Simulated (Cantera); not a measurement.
A closed system holds: 1 mol SiO2, 1 mol F2, held at 673 K and 6.60 mbar.

Cantera equilibrium calculation (NASA polynomials, part measured and part estimated; ideal gas, pure solids and liquids). Candidate condensed phases: Si, SiO2; 17 gas species. Equilibrium is a limit: real reactors are often held back by kinetics, nucleation or transport.

Base state: O2 0.500, SiF4 0.500 (mole fractions); condensed: SiO2(α-quartz).

### Question
What changes in the equilibrium state with this change: F2 from 1 to 2.3 mol?

### Answer
```csv
species,before,after
SiF4,0.500,0.434
O2,0.500,0.434
F2,<1e-9,0.128
F,<1e-9,0.00362
"SiO2(α-quartz), mol",0.500,0
```
